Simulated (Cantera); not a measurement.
Thermodynamics of boron, boron nitride and boron oxide, feed BCl₃ + H₂O + H₂ + N₂

Feed: 1 mol BCl₃, 0.17 mol H₂O, 160 mol H₂, 25 mol N₂, held at 133 Pa.

Cantera equilibrium calculation (NASA polynomials, part measured and part estimated; ideal gas, pure solids and liquids). Candidate condensed phases: B, BN, B₂O₃, B₃O₃H₃, H₂O, NH₄Cl; 49 gas species. N₂ is the only nitrogen source here; it is nearly inert below about 1500 K, so the nitride shown seldom forms there in practice. Mutual solubility and eutectic melting of coexisting phases are not modelled. The tables' values for BOCl are old estimates; treat these amounts as uncertain. Rates play no part.

| T (K) | x H₂ | x N₂ | x HCl | x HBO | x H | x H₂O | x HBO₂ | x BOCl | n BN(s) | n B₂O₃(l) |
|---|---|---|---|---|---|---|---|---|---|---|
| 975 | 0.852 | 0.132 | 0.0161 | 5.81e-8 | 2.89e-8 | 0.000467 | 9.06e-6 | 3.40e-9 | 0.945 | 0.0266 |
| 1025 | 0.852 | 0.132 | 0.0161 | 3.39e-7 | 1.10e-7 | 0.000458 | 2.56e-5 | 1.76e-8 | 0.945 | 0.0250 |
| 1075 | 0.852 | 0.132 | 0.0161 | 1.67e-6 | 3.71e-7 | 0.000449 | 6.52e-5 | 7.78e-8 | 0.946 | 0.0206 |
| 1125 | 0.852 | 0.132 | 0.0161 | 7.13e-6 | 1.12e-6 | 0.000440 | 0.000152 | 3.01e-7 | 0.950 | 0.00995 |
| 1175 | 0.852 | 0.132 | 0.0161 | 2.35e-5 | 3.10e-6 | 0.000377 | 0.000253 | 9.06e-7 | 0.948 | 0 |
| 1225 | 0.852 | 0.132 | 0.0161 | 5.88e-5 | 7.88e-6 | 0.000275 | 0.000282 | 2.09e-6 | 0.934 | 0 |
| 1275 | 0.852 | 0.132 | 0.0161 | 0.000130 | 1.86e-5 | 0.000194 | 0.000281 | 4.28e-6 | 0.920 | 0 |
| 1325 | 0.851 | 0.132 | 0.0161 | 0.000252 | 4.13e-5 | 0.000132 | 0.000245 | 7.77e-6 | 0.902 | 0 |
| 1375 | 0.851 | 0.132 | 0.0161 | 0.000424 | 8.66e-5 | 8.40e-5 | 0.000179 | 1.23e-5 | 0.881 | 0 |
| 1425 | 0.851 | 0.132 | 0.0161 | 0.000608 | 0.000172 | 4.87e-5 | 0.000104 | 1.66e-5 | 0.860 | 0 |
| 1475 | 0.851 | 0.132 | 0.0161 | 0.000744 | 0.000328 | 2.57e-5 | 4.82e-5 | 1.93e-5 | 0.844 | 0 |
| 1525 | 0.851 | 0.132 | 0.0161 | 0.000812 | 0.000598 | 1.28e-5 | 1.92e-5 | 2.00e-5 | 0.836 | 0 |
x: gas mole fraction; n: condensed amount in mol.

From 975 K to 1125 K the condensed part is BN(s) + B₂O₃(l). From 1175 K to 1525 K the condensed part is BN(s). The main B-bearing gas is HBO₂ at 975 K and HBO at 1525 K. The share of B in condensed phases is highest at 975 K (99.8 %) and lowest at 1525 K (83.6 %).
